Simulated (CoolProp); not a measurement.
Vapour-liquid equilibrium of n-hexane (1) + dimethyl carbonate (2) at 318.9 K; x and y are mole fractions of (1).

Values from CoolProp's multi-fluid Helmholtz-energy mixture model, Thol 2019 and Zhou 2011; pair parameters Bell 2016.

| x | bubble pressure, mixture model (bar) | bubble pressure, Raoult's law (bar) | y, mixture model | y, Raoult's law |
|---|---|---|---|---|
| 0.05 | 0.2986 | 0.2073 | 0.377 | 0.112 |
| 0.2 | 0.4411 | 0.2477 | 0.616 | 0.374 |
| 0.35 | 0.4807 | 0.2881 | 0.667 | 0.563 |
| 0.5 | 0.4948 | 0.3285 | 0.691 | 0.705 |
| 0.65 | 0.5036 | 0.3689 | 0.720 | 0.816 |
| 0.8 | 0.5058 | 0.4093 | 0.779 | 0.905 |
| 0.95 | 0.4831 | 0.4497 | 0.915 | 0.978 |

The largest gap from Raoult's law is +78.1 % in bubble pressure, at x = 0.2. y crosses x between x = 0.65 and 0.8: the model has an azeotrope there.

Pair parameters are fitted to limited data, so mixtures are less certain than the pure fluids. With so large a gap from Raoult's law the liquid may split in two, which this calculation doesn't test in full.
